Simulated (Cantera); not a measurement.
An isothermal plug-flow reactor at 673 K and 0.987 atm (inlet), inlet velocity 0.46 m/s, active area per volume 5600 1/m; feed CO : O₂ : N₂ : H₂O = 0.021 : 0.11 : 0.79 : 0.064 (molar parts).

Model: Deutschmann's 1995 Pt surface mechanism with GRI-Mech 3.0 gas chemistry, integrated in Cantera. Catalytic surfaces can have several steady states; this one follows from the mechanism file's or the stated starting coverage. Mass transfer to the wall is taken as infinitely fast.

Predict: x(CO) at z = 0.012 m; x(O₂) at z = 0.012 m; x(H₂O) at z = 0.012 m; x(CO₂) at z = 0.012 m; θ(free Pt) at the exit; θ(O*) at the exit; θ(OH*) at the exit.


```json
{
 "x(CO) at z = 0.012 m": "0.00129",
 "x(O₂) at z = 0.012 m": "0.103",
 "x(H₂O) at z = 0.012 m": "0.0656",
 "x(CO₂) at z = 0.012 m": "0.0202",
 "θ(free Pt) at the exit": "0.00490",
 "θ(O*) at the exit": "0.991",
 "θ(OH*) at the exit": "0.00422"
}
```
